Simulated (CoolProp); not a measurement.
A single-stage vapour-compression cycle with propylene: evaporating at 277.15 K (dew point), condensing at 298.15 K (bubble point), superheat 8 K, subcooling 0 K, compressor efficiency 0.7, no pressure losses. Each further row changes one setting.

Values from CoolProp's reference Helmholtz-energy equation of state, Lemmon 2013.

| case | cooling COP | pressure ratio | discharge temperature (K) | refrigerating effect (kJ/kg) | volumetric capacity (kJ/m³) |
|---|---|---|---|---|---|
| as stated | 8.13 | 1.76 | 317.4 | 331 | 4380 |
| evaporating temperature 282.15 K | 11.1 | 1.52 | 314.5 | 336 | 5110 |
| condensing temperature 293.15 K | 10.9 | 1.55 | 310.0 | 344 | 4560 |
| subcooling 5 K | 8.46 | 1.76 | 317.4 | 344 | 4560 |
| superheat 18 K | 8.12 | 1.76 | 327.6 | 348 | 4380 |
| compressor efficiency 0.6 | 6.97 | 1.76 | 321.0 | 331 | 4380 |
